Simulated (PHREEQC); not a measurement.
Make-up at 20 °C: 0.0072 mol/kgw HNO3, 0.039 mol/kgw K2SO4 and 0.0037 mol/kgw H3BO3. Closed to the air; pH follows from the charge balance.

Model: ion-association model, phreeqc.dat, run in PHREEQC.

### Question
The ionic strength comes out as 0.107 mol/kgw. What activity coefficients do SO4-2, NO3-, K+, HSO4-, KSO4- get?

### Answer
SO4-2 0.37, NO3- 0.75, K+ 0.76, HSO4- 0.78, KSO4- 0.79.

Precipitation was switched off in this run.
